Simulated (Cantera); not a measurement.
Input: 1 mol C₃H₆, 0.91 mol H₂O, held at 1198 K and 2200000 Pa.

Cantera equilibrium calculation (NASA polynomials, part measured and part estimated; ideal gas, pure solids and liquids). Candidate condensed phases: C, C₆H₆, C₇H₈, C₈H₁₈, H₂O; 110 gas species. The numbers say what is thermodynamically allowed, not how fast it happens.

Base state: H₂ 0.638, CO 0.152, CH₄ 0.144, H₂O 0.0566, CO₂ 0.00989, C₂H₆ 2.46e-5, C₂H₄ 1.11e-5 (mole fractions); condensed: C(graphite).

Question: What changes in the equilibrium state with this change: pressure from 2200000 Pa to 4600 Pa?

Answer: 
```tsv
species	before	after
H₂	0.638	0.811
CO	0.152	0.189
CH₄	0.144	0.000485
H₂O	0.0566	0.000187
C₂H₆	2.46e-5	<1e-9
CO₂	0.00989	3.18e-5
C₂H₄	1.11e-5	3.76e-8
C(graphite), mol	1.78	2.09
```
